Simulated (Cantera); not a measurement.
Ignition delay

Mixture: CH4 : O2 : N2 = 1 : 1.54 : 5.78 (molar parts), at 1.10 bar, adiabatic and at constant pressure. Ignition delay is the time to a rise of 400 K.

Cantera simulation using GRI-Mech 3.0 (53 species, 325 reactions); the numbers are that mechanism's predictions, not measurements.

| T0 (K) | delay (ms) |
|---|---|
| 1425 | 2.74 |
| 1500 | 1.22 |
| 1575 | 0.585 |
| 1650 | 0.306 |
| 1725 | 0.173 |

```yaml
apparent activation energy between 1575 and 1725 K: 180 kJ/mol
```
